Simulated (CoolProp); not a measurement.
Vapour-liquid equilibrium of fluoroethane (R161) (1) + R134a (2) at 283.7 K; x and y are mole fractions of (1).

Model: multi-fluid Helmholtz-energy mixture model, Wu 2012 and Tillner-Roth 1994; pair parameters Bell 2016, in CoolProp.

| x | bubble pressure (MPa) | y at the bubble point | dew pressure at overall composition x (MPa) | liquid density (mol/L) |
|---|---|---|---|---|
| 0.05 | 0.4286 | 0.062 | 0.4273 | 12.47 |
| 0.15 | 0.4421 | 0.185 | 0.4381 | 12.74 |
| 0.25 | 0.4568 | 0.303 | 0.4500 | 13.02 |
| 0.35 | 0.4729 | 0.417 | 0.4632 | 13.31 |
| 0.45 | 0.4903 | 0.526 | 0.4779 | 13.61 |
| 0.55 | 0.5091 | 0.628 | 0.4945 | 13.91 |
| 0.65 | 0.5294 | 0.724 | 0.5135 | 14.23 |
| 0.75 | 0.5510 | 0.813 | 0.5354 | 14.55 |
| 0.85 | 0.5738 | 0.893 | 0.5611 | 14.88 |
| 0.95 | 0.5976 | 0.966 | 0.5919 | 15.22 |

No azeotrope shows between x = 0.05 and 0.95.

The pair parameters rest on a limited set of measurements; away from them the model extrapolates.
